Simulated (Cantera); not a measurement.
Source: NASA polynomial tables (part measured, part estimated), evaluated in Cantera. Values are per mole of reaction as written; species without (g) are pure solids or liquids, kept so even where they would boil at 1 bar.

3 F₂(g) + 3 PbO(g) → O₃(g) + 3 PbF₂

```
T (K)  ΔH° (kJ)  ΔS° (J/K)  ΔG° (kJ)  log10 K  condensed phases
-----  --------  ---------  --------  -------  ----------------
300     -2099.9     -750.2   -1874.8   326.43           PbF₂(s)
1598    -1874.5     -494.9   -1083.6    35.42           PbF₂(l)
1623    -1870.5     -492.4   -1071.3    34.48           PbF₂(l)
1648          …          …         …        …           PbF₂(l)
1673    -1862.5     -487.6   -1046.8    32.68           PbF₂(l)
1698    -1858.5     -485.2   -1034.6    31.83           PbF₂(l)
1723    -1854.5     -482.9   -1022.5    31.00           PbF₂(l)
1748    -1850.5     -480.5   -1010.5    30.20           PbF₂(l)
1773    -1846.4     -478.2    -998.5    29.42           PbF₂(l)
1798          …          …         …        …           PbF₂(l)
```

Q: Fill in the missing entries.

A: 
- 1648, ΔH° (kJ): -1866.5
- 1648, ΔS° (J/K): -490.0
- 1648, ΔG° (kJ): -1059.0
- 1648, log10 K: 33.57
- 1798, ΔH° (kJ): -1842.4
- 1798, ΔS° (J/K): -476.0
- 1798, ΔG° (kJ): -986.6
- 1798, log10 K: 28.66
